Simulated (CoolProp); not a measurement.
A simple Rankine cycle with n-nonane: condensing at 330.15 K, boiler at 0.308 MPa, turbine inlet 599 K, turbine efficiency 0.6, pump efficiency 0.8, no recuperator. Each further row changes one setting.

Model: reference Helmholtz-energy equation of state, Lemmon 2006, in CoolProp. It is a short technical equation, of lower accuracy than the large ones.

```json
[
 {"case": "as stated", "thermal efficiency (%)": "10.1", "net work (kJ/kg)": "…", "heat in (kJ/kg)": "969", "turbine exit temperature (K)": "…", "volume ratio over the turbine": "…"},
 {"case": "condensing temperature 322.15 K", "thermal efficiency (%)": "…", "net work (kJ/kg)": "…", "heat in (kJ/kg)": "988", "turbine exit temperature (K)": "558.3", "volume ratio over the turbine": "131"},
 {"case": "boiler pressure 0.216 MPa", "thermal efficiency (%)": "9.3", "net work (kJ/kg)": "…", "heat in (kJ/kg)": "972", "turbine exit temperature (K)": "564.8", "volume ratio over the turbine": "61.2"},
 {"case": "turbine efficiency 0.5", "thermal efficiency (%)": "…", "net work (kJ/kg)": "81.1", "heat in (kJ/kg)": "969", "turbine exit temperature (K)": "567.4", "volume ratio over the turbine": "89.0"}
]
```

Q: What belongs in the gaps?

A: 
- as stated, net work (kJ/kg): 97.5
- as stated, turbine exit temperature (K): 561.4
- as stated, volume ratio over the turbine: 88.0
- condensing temperature 322.15 K, thermal efficiency (%): 10.7
- condensing temperature 322.15 K, net work (kJ/kg): 106
- boiler pressure 0.216 MPa, net work (kJ/kg): 90.6
- turbine efficiency 0.5, thermal efficiency (%): 8.4
